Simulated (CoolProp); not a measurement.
Vapour-liquid equilibrium of CF4 (R14) (1) + R13 (2) at 0.0166 MPa; x and y are mole fractions of (1).

Computed with CoolProp (multi-fluid Helmholtz-energy mixture model, Platzer 1990 and Platzer 1990; pair parameters Bell 2016). This equation is an older, rougher fit; its heat capacities, sound speeds and derivatives of the liquid may be far off and weren't checked against measurements.

### Question
Give the bubble temperature and the first vapour's composition at x = 0.125, 0.275, 0.575. Is there an azeotrope?

### Answer
x = 0.125: 141.1 K, y = 0.885; x = 0.275: 133.6 K, y = 0.959; x = 0.575: 128.0 K, y = 0.986. No azeotrope shows between x = 0.05 and 0.95.

Pair parameters are fitted to limited data, so mixtures are less certain than the pure fluids.
